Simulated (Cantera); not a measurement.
Cantera run:

```python
import numpy as np
import cantera as ct

gas_names = [...]  # 87 gases of nasa_gas.yaml made of C, H, Si
cond_names = """
    C(gr) C6H6(L) C7H8(L) C8H18(L),n-octa Si(cr) Si(L) SiC(b)
""".split()


# ... load() reads the species with a 1 bar reference pressure and builds the phases ...
atoms = {
    'Si(CH3)4': {'Si': 1, 'C': 4, 'H': 12},
    'C2H4': {'C': 2, 'H': 4},
    'H2': {'H': 2},
}
top_T = {'C(gr)': 4500, 'SiC(b)': 3050}  # K; cautious upper limits of use, not melting points


# ... equilibrate(T, P, feed) seeds the gas with the atoms and calls Mixture.equilibrate('TP', solver="vcs", rtol=1e-11, max_steps=5000) ...
results = []
feed = {'Si(CH3)4': 1, 'C2H4': 0.24, 'H2': 820}  # mol
P = 14000  # Pa
for T in [925, 1025, 1125, 1225, 1325, 1425, 1525, 1625, 1725]:
    mix = equilibrate(T, P, feed)
    results.append((T, P, feed, dict(zip(mix.species_names, mix.species_moles))))
    x = sorted(zip(gas.X, gas.species_names), reverse=True)
    print(f"T = {T:g} K  P = {P:g} Pa  gas = {mix.phase_moles(0):.4g} mol")
    print("   x: " + "  ".join(f"{s} {v:.3e}" for v, s in x if v > 1e-05))
    print("   condensed (mol): " + ("  ".join(f"{mix.phase(i).name} {mix.phase_moles(i):.4g}"
          for i in range(1, mix.n_phases) if mix.phase_moles(i) > 1e-12) or "none"))
```

It prints:

```
T = 925 K  P = 14000 Pa  gas = 823 mol
   x: H2 9.958e-01  CH4 4.228e-03
   condensed (mol): SiC(b) 1
T = 1025 K  P = 14000 Pa  gas = 823 mol
   x: H2 9.958e-01  CH4 4.228e-03
   condensed (mol): SiC(b) 1
T = 1125 K  P = 14000 Pa  gas = 823.2 mol
   x: H2 9.960e-01  CH4 4.007e-03
   condensed (mol): C(gr) 0.1813  SiC(b) 1
T = 1225 K  P = 14000 Pa  gas = 825 mol
   x: H2 9.982e-01  CH4 1.832e-03
   condensed (mol): C(gr) 1.968  SiC(b) 1
T = 1325 K  P = 14000 Pa  gas = 825.7 mol
   x: H2 9.991e-01  CH4 9.381e-04
   condensed (mol): C(gr) 2.704  SiC(b) 1
T = 1425 K  P = 14000 Pa  gas = 826.1 mol
   x: H2 9.995e-01  CH4 5.269e-04  H 1.823e-05
   condensed (mol): C(gr) 3.038  SiC(b) 1
T = 1525 K  P = 14000 Pa  gas = 826.2 mol
   x: H2 9.996e-01  CH4 3.191e-04  H 6.321e-05  C2H2,acetylene 1.209e-05
   condensed (mol): C(gr) 3.195  SiC(b) 1
T = 1625 K  P = 14000 Pa  gas = 826.4 mol
   x: H2 9.996e-01  CH4 2.057e-04  H 1.885e-04  C2H2,acetylene 3.555e-05
   condensed (mol): C(gr) 3.25  SiC(b) 0.9999
T = 1725 K  P = 14000 Pa  gas = 826.6 mol
   x: H2 9.993e-01  H 4.962e-04  CH4 1.396e-04  C2H2,acetylene 9.207e-05
   condensed (mol): C(gr) 3.211  SiC(b) 0.9996
```

Cantera equilibrium calculation (NASA polynomials, part measured and part estimated; ideal gas, pure solids and liquids).
